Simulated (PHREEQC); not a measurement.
Dissolve 0.012 mol/kgw KHCO3, 0.011 mol/kgw NaOH and 0.0015 mol/kgw KCl at 25 °C. Closed to the air; pH follows from the charge balance.

All values are PHREEQC results (ion-association model, phreeqc.dat), not measurements.

```tsv
quantity	before	after
pH	10.83	10.76
HCO3- (mol/kgw)	0.00181	0.00116
CO2 (mol/kgw)	5.09e-8	3.99e-8
SI of Sylvite (KCl)	-5.75	-6.31
```

Name the change that produced these shifts.
A. NaOH left out
B. temperature from 25 to 55 °C
C. diluted 2-fold with water
D. 0.0054 mol/kgw H2SO4 added
E. temperature from 25 to 90 °C

C, diluted 2-fold with water

No solid was allowed to form.
